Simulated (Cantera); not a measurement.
What does this Cantera script print?

```python
import numpy as np
import cantera as ct

gas = ct.Solution("gri30.yaml")
gas.TPX = 1600, 610000, {'C3H8': 1, 'O2': 11.1, 'N2': 110}
reactor = ct.IdealGasReactor(gas, energy="on", clone=False)
net = ct.ReactorNet([reactor])
net.rtol, net.atol = 1e-08, 1e-16
show = ['C3H8', 'O2', 'NO', 'C2H4', 'NO2']
times = np.geomspace(2e-06, 0.6, 15)

steps = ct.SolutionArray(gas, extra=["t"])
rows = []
print(f"{'t/s':>10s}{'T/K':>9s}{'P/Pa':>11s}" + "".join(f"{s:>11s}" for s in show))
for t in times:
    while net.time < t:
        t_next = net.step()
        steps.append(gas.state, t=t_next)
    rows.append([np.interp(t, steps.t, y) for y in (steps.T, steps.P, *steps(*show).X.T)])
    print(f"{t:10.3e}{rows[-1][0]:9.1f}{rows[-1][1]:11.4g}" + "".join(f"{x:11.3e}" for x in rows[-1][2:]))
rate = np.gradient(steps.T, steps.t)
print("integrator steps:", len(steps.t))
if steps.T.max() > steps.T[0] + 200:
    print(f"time of steepest temperature rise: {steps.t[rate.argmax()]:.4e} s")
gas.TPX = 1600, 610000, {'C3H8': 1, 'O2': 11.1, 'N2': 110}
gas.equilibrate("UV")
print(f"equilibrium (UV): T = {gas.T:.1f} K  " + "  ".join(f"{s} {gas[s].X[0]:.3e}" for s in show))
```

Result:

```
       t/s      T/K       P/Pa       C3H8         O2         NO       C2H4        NO2
 2.000e-06   1595.6  6.088e+05  7.527e-03  9.066e-02  1.447e-11  5.999e-04  3.464e-14
 4.923e-06   1595.3  6.098e+05  6.079e-03  8.989e-02  1.845e-10  2.001e-03  1.211e-12
 1.212e-05   1646.3  6.347e+05  1.173e-03  8.288e-02  8.659e-09  5.353e-03  1.485e-10
 2.983e-05   2056.1   7.96e+05  1.746e-40  5.099e-02  1.522e-05  1.586e-22  4.823e-08
 7.344e-05   2156.3  8.302e+05 -3.910e-39  4.939e-02  3.380e-05 -3.311e-26  1.146e-07
 1.808e-04   2176.4   8.37e+05 -1.417e-48  4.928e-02  4.490e-05  9.244e-29  9.374e-08
 4.450e-04   2178.5  8.378e+05 -5.131e-52  4.927e-02  5.872e-05  1.277e-29  1.078e-07
 1.095e-03   2178.5  8.377e+05  1.272e-54  4.925e-02  9.087e-05  8.624e-31  1.667e-07
 2.697e-03   2178.2  8.377e+05  7.767e-55  4.921e-02  1.694e-04  1.576e-32  3.108e-07
 6.638e-03   2177.7  8.374e+05 -2.527e-58  4.912e-02  3.586e-04  2.729e-33  6.579e-07
 1.634e-02   2176.3  8.369e+05 -2.030e-59  4.890e-02  8.008e-04  2.615e-33  1.468e-06
 4.022e-02   2173.5  8.358e+05  1.257e-58  4.843e-02  1.752e-03  2.362e-33  3.208e-06
 9.902e-02   2168.6  8.339e+05  1.013e-58  4.760e-02  3.405e-03  1.923e-33  6.218e-06
 2.437e-01   2163.4  8.319e+05  7.730e-59  4.674e-02  5.137e-03  1.672e-33  9.353e-06
 6.000e-01   2161.5  8.312e+05  7.054e-59  4.643e-02  5.765e-03  1.571e-33  1.048e-05
integrator steps: 1618
time of steepest temperature rise: 1.5350e-05 s
equilibrium (UV): T = 2161.4 K  C3H8 1.469e-58  O2 4.642e-02  NO 5.793e-03  C2H4 2.051e-33  NO2 1.054e-05
```

Computed with Cantera and GRI-Mech 3.0 (53 species, 325 reactions). GRI-Mech 3.0 was tuned for natural gas; its chemistry of propane as a main component is partial and can be far from experiment.
